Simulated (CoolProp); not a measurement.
Vapour pressure (bar) of p-xylene: the reference equation beside estimates from Tc = 343.0 °C, pc = 35.32 bar, ω = 0.324. Clausius-Clapeyron is anchored at 128.15 °C with a constant enthalpy of vaporisation of 36.37 kJ/mol.

Model: reference Helmholtz-energy equation of state, Zhou 2012, in CoolProp.

```csv
T (°C),reference,Lee-Kesler,Clausius-Clapeyron,Redlich-Kwong,Soave-Redlich-Kwong,Peng-Robinson
81.75,0.1671,[?],0.1842,0.4646,0.1601,0.1661
93.35,0.2553,[?],0.2720,0.6596,0.2464,0.2535
104.95,0.3781,0.3651,0.3923,0.9120,0.3677,0.3754
116.55,0.5448,0.5311,0.5536,1.232,0.5334,0.5411
128.15,0.7658,0.7529,0.7658,1.628,0.7544,0.7611
139.75,1.053,1.043,1.040,2.113,1.043,1.047
151.35,1.418,1.413,1.389,2.696,1.413,1.413
162.85,1.871,1.875,[?],3.380,[?],1.867
174.45,2.434,2.450,2.364,4.190,2.449,2.433
186.05,3.120,3.152,3.026,5.128,3.152,3.125
197.65,3.945,3.995,3.827,6.206,4.001,3.959
209.25,4.926,4.998,4.785,7.433,5.013,4.953
```

Question: Fill in the missing entries.

Answer: 
- 81.75, Lee-Kesler: 0.1579
- 93.35, Lee-Kesler: 0.2439
- 162.85, Clausius-Clapeyron: 1.823
- 162.85, Soave-Redlich-Kwong: 1.873

Absolute difference from the reference over all 12 rows, mean and median: Lee-Kesler 2.0 and 1.4 %, Clausius-Clapeyron 3.3 and 2.9 %, Redlich-Kwong 102.7 and 95.4 %, Soave-Redlich-Kwong 1.7 and 1.5 %, Peng-Robinson 0.5 and 0.6 %.
